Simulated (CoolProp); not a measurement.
R245fa at 298.15 K and 0.576 MPa flows at 0.15 m/s in a round tube of 20 mm bore and 15 µm roughness, fully developed (64/Re and Nu = 3.66 if laminar; Colebrook and Gnielinski if turbulent). Each further row changes one setting.

Values from CoolProp's reference Helmholtz-energy equation of state, Akasaka 2015.

```json
[
 {"case": "as stated", "Reynolds number": "10100", "Darcy friction factor": "0.0319", "pressure drop (Pa/m)": "24.1", "heat-transfer coefficient (W/(m² K))": "346", "mass flow (kg/h)": "227"},
 {"case": "velocity 0.3 m/s", "Reynolds number": "20200", "Darcy friction factor": "0.0274", "pressure drop (Pa/m)": "82.6", "heat-transfer coefficient (W/(m² K))": "657", "mass flow (kg/h)": "455"},
 {"case": "diameter 40 mm", "Reynolds number": "20200", "Darcy friction factor": "0.0266", "pressure drop (Pa/m)": "10.0", "heat-transfer coefficient (W/(m² K))": "322", "mass flow (kg/h)": "909"}
]
```

Viscosity comes from a separate model (Bell 2016), an estimate that may be off by 10 % or more. Thermal conductivity comes from a separate model (Huber 2003), an estimate that may be off by 10 % or more.
